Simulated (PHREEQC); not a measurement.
Consider water at 25 °C with 41 mmol/kgw CdCl2, 0.28 mmol/kgw CuCl2 and 10 mmol/kgw NaF. Closed to the air; pH follows from the charge balance.

Model: ion-association model, wateq4f.dat, run in PHREEQC.

```json
{
 "pH": "5.95",
 "ionic_strength": "0.0734 mol/kgw"
}
```

| species | molality | activity | log γ |
|---|---|---|---|
| Cl- | 0.0512 | 0.0403 | -0.104 |
| CdCl+ | 0.0245 | 0.0196 | -0.097 |
| Cd+2 | 0.0125 | 0.00510 | -0.390 |
| Na+ | 0.00997 | 0.00798 | -0.096 |
| F- | 0.00933 | 0.00732 | -0.105 |
| CdCl2 | 0.00324 | 0.00329 | 0.007 |
| CdF+ | 0.000588 | 0.000470 | -0.097 |
| Cu+2 | 0.000243 | 0.000106 | -0.360 |

No solid was allowed to form. Examples of supersaturated solids here: Atacamite, Tenorite (slow to form). Others may be too. Species that the database lacks are ignored.
